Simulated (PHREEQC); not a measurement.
Brine

Dissolve 1.1 mol HCl and 0.81 mol KCl per kg of water at 25 °C. Closed to the air; pH follows from the charge balance.

The numbers come from PHREEQC with the Pitzer model, pitzer.dat.

* **pH**: -0.17
* **ionic strength**: 1.91 mol/kgw
* **activity of water**: 0.930
* **density**: 1.050 g/cm³
* **osmotic coefficient**: 1.055
* **total alkalinity**: -1100 meq/kg

```json
[
 {"species": "Cl-", "molality": "1.91", "activity": "1.10", "log γ": "-0.240"},
 {"species": "H+", "molality": "1.10", "activity": "1.47", "log γ": "0.126"},
 {"species": "K+", "molality": "0.810", "activity": "0.617", "log γ": "-0.119"}
]
```

No solid was allowed to form. Species that the database lacks are ignored. In brines, pH and single-ion activities rest on the MacInnes convention.
